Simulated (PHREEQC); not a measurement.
## Buffer: an equilibrium model

Solution (80 °C): 0.0092 mol/kgw NaHCO3, 0.28 mol/kgw Na2SO4 and 0.02 mol/kgw NaCl. Closed to the air; pH follows from the charge balance.

Equilibrium calculation in PHREEQC: ion-association model, wateq4f.dat.

| Quantity | Value |
|---|---|
| pH | 7.19 |
| ionic strength | 0.674 mol/kgw |
| activity of water | 0.986 |
| total alkalinity | 9.20 meq/kg |

| species | molality | activity | log γ |
|---|---|---|---|
| Na+ | 0.491 | 0.331 | -0.172 |
| SO4-2 | 0.183 | 0.0282 | -0.812 |
| NaSO4- | 0.0968 | 0.0628 | -0.188 |
| Cl- | 0.0200 | 0.0118 | -0.228 |
| HCO3- | 0.00729 | 0.00473 | -0.188 |
| NaHCO3 | 0.000754 | 0.000881 | 0.067 |
| CO2 | 0.000578 | 0.000675 | 0.067 |
| NaCO3- | 0.000542 | 0.000352 | -0.188 |
| CO3-2 | 3.09e-5 | 5.49e-6 | -0.751 |
| OH- | 6.45e-6 | 3.73e-6 | -0.238 |

Precipitation was switched off in this run. Species that the database lacks are ignored. Away from 25 °C the constants follow the database's enthalpies or fits; those with neither stay at their 25 °C values.
